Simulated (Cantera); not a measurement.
An adiabatic, constant-volume homogeneous reactor starts with CH4 : O2 : N2 = 1 : 1.82 : 6.84 (molar parts), equivalence ratio 1.1, at 1498 K and 100000 Pa. Integrator tolerance rtol = 1e-08.

Model: GRI-Mech 3.0 (53 species, 325 reactions), integrated in Cantera.

Q: What does this change do: 0.46 parts CO2 added?

A: 
```
quantity                                                            before                                    after
---------------------------------  ---------------------------------------  ---------------------------------------
time of steepest temperature rise                                  1.18 ms                                  1.27 ms
temperature at 0.300 s                                              2922 K                                   2840 K
equilibrium temperature                                             2922 K                                   2840 K
x(CH4) at 0.300 s                    <1e-12 (gas-phase equilibrium <1e-12)    <1e-12 (gas-phase equilibrium <1e-12)
x(O2) at 0.300 s                     0.0146 (gas-phase equilibrium 0.0146)    0.0168 (gas-phase equilibrium 0.0168)
x(CH2O) at 0.300 s                 1.39e-9 (gas-phase equilibrium 1.39e-9)  1.14e-9 (gas-phase equilibrium 1.14e-9)
x(C2H) at 0.300 s                    <1e-12 (gas-phase equilibrium <1e-12)    <1e-12 (gas-phase equilibrium <1e-12)
x(CH2CO) at 0.300 s                  <1e-12 (gas-phase equilibrium <1e-12)    <1e-12 (gas-phase equilibrium <1e-12)
x(NO2) at 0.300 s                  2.43e-6 (gas-phase equilibrium 2.43e-6)  2.57e-6 (gas-phase equilibrium 2.57e-6)
x(O) at 0.300 s                    0.00722 (gas-phase equilibrium 0.00722)  0.00581 (gas-phase equilibrium 0.00581)
```

Q: What does this change do: 0.59 parts CO2 added?

A: 
```
quantity                                                            before                                    after
---------------------------------  ---------------------------------------  ---------------------------------------
time of steepest temperature rise                                  1.18 ms                                  1.30 ms
temperature at 0.300 s                                              2922 K                                   2819 K
equilibrium temperature                                             2922 K                                   2819 K
x(CH4) at 0.300 s                    <1e-12 (gas-phase equilibrium <1e-12)    <1e-12 (gas-phase equilibrium <1e-12)
x(O2) at 0.300 s                     0.0146 (gas-phase equilibrium 0.0146)    0.0172 (gas-phase equilibrium 0.0172)
x(CH2O) at 0.300 s                 1.39e-9 (gas-phase equilibrium 1.39e-9)  1.06e-9 (gas-phase equilibrium 1.06e-9)
x(C2H) at 0.300 s                    <1e-12 (gas-phase equilibrium <1e-12)    <1e-12 (gas-phase equilibrium <1e-12)
x(CH2CO) at 0.300 s                  <1e-12 (gas-phase equilibrium <1e-12)    <1e-12 (gas-phase equilibrium <1e-12)
x(NO2) at 0.300 s                  2.43e-6 (gas-phase equilibrium 2.43e-6)  2.59e-6 (gas-phase equilibrium 2.59e-6)
x(O) at 0.300 s                    0.00722 (gas-phase equilibrium 0.00722)  0.00546 (gas-phase equilibrium 0.00546)
```
